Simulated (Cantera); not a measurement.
Input: 1 mol Si₃N₄, 0.1 mol H₂O, 24 mol H₂, held at 1198.15 K and 22.0 Pa.

Equilibrium computed with Cantera from the NASA thermochemical tables; the gas is ideal and each condensed phase is pure. Candidate condensed phases: H₂O, Si, SiO₂, Si₂N₂O, Si₃N₄; 35 gas species. Mutual solubility and eutectic melting of coexisting phases are not modelled. Kinetics and transport are ignored.

Base state: H₂ 0.999, N₂ 0.00138, H 1.28e-5 (mole fractions); condensed: Si₂N₂O(s) + Si₃N₄(s).

Problem. What changes in the equilibrium state with this change: H₂O from 0.1 to 24 mol?

Solution. 
```tsv
species	before	after
H₂	0.999	0.600
H₂O	<1e-9	0.360
N₂	0.00138	0.0400
H	1.28e-5	9.96e-6
Si₂N₂O(s), mol	0.1000	0
Si₃N₄(s), mol	0.933	0
SiO₂(β-quartz), mol	0	3.00
```
The tables hold silica as quartz up to 1696 K and as liquid above; real silica turns to tridymite and cristobalite and melts near 1996 K.

Problem. What changes in the equilibrium state with this change: temperature from 1198.15 K to 1823 K?

Solution. 
| species | before | after |
|---|---|---|
| H₂ | 0.999 | 0.875 |
| N₂ | 0.00138 | 0.0737 |
| H | 1.28e-5 | 0.0273 |
| Si | 1.17e-9 | 0.0201 |
| SiH | <1e-9 | 0.000298 |
| Si₂ | <1e-9 | 0.000130 |
| Si₂N₂O(s), mol | 0.1000 | 0 |
| Si₃N₄(s), mol | 0.933 | 0 |
| Si(l), mol | 0 | 2.33 |
The tables' values for SiN are old estimates; treat these amounts as uncertain. Gases not in the tables: Si₂H₆ and higher silanes.

Problem. What changes in the equilibrium state with this change: temperature from 1198.15 K to 1325 K?

Solution. 
```
species          before     after
--------------  -------  --------
H₂                0.999     0.996
N₂              0.00138   0.00432
H               1.28e-5  0.000110
SiO             1.71e-7   3.14e-5
Si₂N₂O(s), mol   0.1000    0.0992
Si₃N₄(s), mol     0.933     0.898
Si(s), mol            0     0.106
```
